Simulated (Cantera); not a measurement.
# Premixed flame

A freely propagating, adiabatic, planar premixed flame of CH4 : C2H6 : O2 : N2 = 1 : 0.23 : 2 : 9.62 (molar parts), unburnt at 325 K and 64000 Pa; multicomponent+Soret transport, grid criteria slope 0.08 and curve 0.16, no radiation.

Computed with Cantera and GRI-Mech 3.0 (53 species, 325 reactions). Burning velocities carry a grid error of a few per cent, more on coarse grids.

| z (mm) | T (K) | u (m/s) | x CH4 | x C2H6 | x O2 | x CH2CO | x C2H4 | x HO2 |
|---|---|---|---|---|---|---|---|---|
| -6.21 | 325 | 0.108 | 0.0777 | 0.0179 | 0.155 | <1e-8 | 1.96e-7 | <1e-8 |
| -4.14 | 330 | 0.110 | 0.0770 | 0.0178 | 0.155 | 1.29e-7 | 3.78e-6 | 1.20e-7 |
| -3.10 | 351 | 0.118 | 0.0750 | 0.0178 | 0.153 | 1.62e-6 | 3.55e-5 | 8.82e-7 |
| -2.07 | 476 | 0.161 | 0.0676 | 0.0170 | 0.144 | 2.17e-5 | 0.000351 | 9.88e-6 |
| -1.03 | 927 | 0.321 | 0.0454 | 0.0107 | 0.100 | 0.000197 | 0.00240 | 9.60e-5 |
| -0.517 | 1281 | 0.451 | 0.0265 | 0.00402 | 0.0604 | 0.000430 | 0.00361 | 7.33e-5 |
| 0 | 1596 | 0.569 | 0.00835 | 0.000327 | 0.0217 | 0.000280 | 0.00151 | 1.59e-5 |
| 0.517 | 1732 | 0.619 | 0.00185 | 1.50e-5 | 0.00492 | 3.88e-5 | 0.000161 | 1.92e-6 |
| 1.03 | 1770 | 0.632 | 0.000685 | 1.87e-6 | 0.00113 | 1.05e-5 | 2.09e-5 | 3.22e-7 |
| 2.07 | 1788 | 0.638 | 0.000300 | 2.14e-7 | 0.000108 | 4.02e-6 | 2.53e-6 | 2.45e-8 |
| 4.14 | 1796 | 0.640 | 0.000203 | 3.96e-8 | 5.06e-6 | 2.21e-6 | 7.38e-7 | <1e-8 |
| 8.28 | 1799 | 0.641 | 0.000188 | 1.16e-8 | 2.58e-7 | 1.24e-6 | 4.05e-7 | <1e-8 |
| 16.6 | 1800 | 0.641 | 0.000187 | <1e-8 | 4.44e-8 | 7.10e-7 | 2.79e-7 | <1e-8 |
x: mole fraction of selected species; z is measured from the peak of heat release.

```json
{
  "laminar_burning_velocity": "10.8 cm/s",
  "thermal_thickness": "2.07 mm",
  "peak x(CH2CO)": "0.000471",
  "peak x(C2H4)": "0.00361",
  "peak x(HO2)": "0.000101",
  "grid_points": "133"
}
```
